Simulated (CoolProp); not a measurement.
Cyclopentane along the isotherm 550 K: fugacity coefficient from the reference equation and from simpler models built on Tc = 511.7 K, pc = 4.583 MPa, ω = 0.202; each cubic takes its own stable root.

The numbers come from the reference Helmholtz-energy equation of state, Gedanitz 2015 in CoolProp.

```
p (MPa)          phase  reference
-------  -------------  ---------
0.625              gas     0.9623
1.25               gas     0.9253
1.87               gas     0.8893
2.5                gas     0.8533
3.12               gas     0.8183
3.75               gas     0.7832
4.37               gas     0.7490
5        supercritical     0.7144
5.62     supercritical     0.6804
6.25     supercritical     0.6460
6.87     supercritical     0.6128
```

Q: How far does each simpler model (van der Waals, Redlich-Kwong, Soave-Redlich-Kwong, Peng-Robinson) lie from the reference over these 11 states: mean and median of the absolute difference, and the worst?

A: 
- van der Waals: mean 1.4 %, median 1.4 %, worst +2.1 % at 550 K and 5 MPa
- Redlich-Kwong: mean 0.1 %, median 0.1 %, worst -0.3 % at 550 K and 6.87 MPa
- Soave-Redlich-Kwong: mean 1.0 %, median 0.9 %, worst +2.2 % at 550 K and 6.87 MPa
- Peng-Robinson: mean 1.6 %, median 1.8 %, worst -2.4 % at 550 K and 6.25 MPa
